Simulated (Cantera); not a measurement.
Charge: 1 mol FeS₂, 81 mol H₂, 0.96 mol N₂, equilibrated at 0.470 bar.

These are equilibrium values from Cantera (NASA tables, ideal gas, pure condensed phases), not measurements of a reactor. Candidate condensed phases: Fe, FeS, FeS₂, S; 16 gas species. Metal and sulfide melt together well below either melting point, which pure phases cannot show. Mutual solubility and eutectic melting of coexisting phases are not modelled. FeS: taken at fixed stoichiometry. Equilibrium is a limit: real reactors are often held back by kinetics, nucleation or transport.

x: gas mole fraction; n: condensed amount in mol.

```
T (°C)   x H₂   x H₂S    x N₂      x SH      x S₂  n Fe(γ)  n FeS(l)  n Fe(δ)  n Fe(l)
------  -----  ------  ------  --------  --------  -------  --------  -------  -------
1350    0.970  0.0175  0.0117  0.000315  0.000158    0.486     0.514        0        0
1375    0.969  0.0181  0.0117  0.000392  0.000208    0.551     0.449        0        0
1400    0.969  0.0187  0.0117  0.000485  0.000271        0     0.380    0.620        0
1425    0.968  0.0194  0.0117         …         …        0         …        …        0
1450    0.967  0.0200  0.0117  0.000731  0.000452        0     0.226    0.772        0
1475    0.966  0.0206  0.0117         …         …        0         …        …        0
1500    0.965  0.0212  0.0117   0.00108  0.000732        0    0.0474    0.949        0
1525    0.964  0.0213  0.0117   0.00126  0.000876        0         0    0.995        0
1550    0.964  0.0209  0.0117   0.00144  0.000994        0         0        0    0.993
1575    0.964  0.0204  0.0117   0.00163   0.00112        0         0        0    0.990
1600    0.964  0.0199  0.0117   0.00183   0.00125        0         0        0    0.986
```

Q: Complete the blanks.

A: 
- 1425, x SH: 0.000597
- 1425, x S₂: 0.000351
- 1425, n FeS(l): 0.305
- 1425, n Fe(δ): 0.693
- 1475, x SH: 0.000889
- 1475, x S₂: 0.000577
- 1475, n FeS(l): 0.140
- 1475, n Fe(δ): 0.857
